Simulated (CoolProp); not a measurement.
Properties of water along the isotherm 424.95 °C.

Values from CoolProp's reference Helmholtz-energy equation of state, Wagner 2002.

| p (MPa) | phase | density (kg/m³) | Prandtl number | fugacity coefficient |
|---|---|---|---|---|
| 0.105 | gas | 0.3263 | 0.923 | 0.9988 |
| 0.163 | gas | 0.5068 | 0.924 | 0.9982 |
| 0.254 | gas | 0.7906 | 0.925 | 0.9971 |
| 0.395 | gas | 1.231 | 0.926 | 0.9956 |
| 0.615 | gas | 1.922 | 0.928 | 0.9931 |
| 0.958 | gas | 3.006 | 0.931 | 0.9892 |
| 1.49 | gas | 4.705 | 0.936 | 0.9833 |
| 2.32 | gas | ___ | 0.944 | 0.9740 |
| 3.62 | gas | 11.73 | 0.959 | 0.9594 |
| 5.63 | gas | 18.74 | 0.985 | 0.9368 |
| 8.77 | gas | ___ | ___ | 0.9017 |
| 13.7 | gas | 51.91 | 1.15 | 0.8465 |
| 21.3 | gas | 96.14 | ___ | 0.7617 |
| 33.1 | supercritical | ___ | 2.34 | 0.6295 |

**Question.** What belongs in the gaps?

**Answer.** 
- 2.32, density (kg/m³): 7.399
- 8.77, density (kg/m³): 30.55
- 8.77, Prandtl number: 1.04
- 21.3, Prandtl number: 1.42
- 33.1, density (kg/m³): 247.9

Viscosity comes from a separate model (Huber 2009). Thermal conductivity comes from a separate model (Huber 2012).
